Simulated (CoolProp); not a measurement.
Aqueous ethylene glycol as a coolant, at 31 °C, 1 atm.

Values from CoolProp's Melinder's fits for secondary coolants.

| mass % | freezing point (°C) | viscosity (mPa s) | cp (kJ/(kg K)) | conductivity (W/(m K)) | Prandtl number |
|---|---|---|---|---|---|
| 4.9 | -1.5 | 0.865 | 4.117 | 0.593 | 6.01 |
| 9.6 | -3.2 | 0.963 | 4.059 | 0.569 | 6.86 |
| 14.2 | -5.1 | 1.08 | 3.999 | 0.547 | 7.87 |
| 18.8 | -7.3 | 1.21 | 3.934 | 0.525 | 9.05 |
| 23.5 | -10.0 | 1.36 | 3.861 | 0.504 | 10.4 |
| 28.1 | -13.1 | 1.52 | 3.784 | 0.483 | 11.9 |
| 32.8 | -16.9 | 1.71 | 3.699 | 0.463 | 13.7 |
| 37.4 | -21.1 | 1.92 | 3.613 | 0.444 | 15.6 |
| 42 | -26.0 | 2.16 | 3.525 | 0.426 | 17.8 |
